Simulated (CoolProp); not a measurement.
The fluid at 157.84 K and 0.811 MPa is throttled through a valve to 0.218 MPa with no heat exchange. The same conditions are run with several fluids, on thermodynamics alone (safety and materials aside).

Model: reference Helmholtz-energy equation of state of each fluid (methane: Setzmann 1991; nitrogen: Span 2000; oxygen: Schmidt 1985; normal hydrogen: Leachman 2009; dry air: Lemmon 2000), in CoolProp. Blends and air are pseudo-pure fits.

| fluid | temperature change (K) | final density (kg/m³) |
|---|---|---|
| methane | -9.4 | 2.93 |
| nitrogen | -4.3 | 4.84 |
| oxygen | -5.1 | 5.58 |
| normal hydrogen | -0.2 | 0.335 |
| dry air | -4.5 | 5.01 |
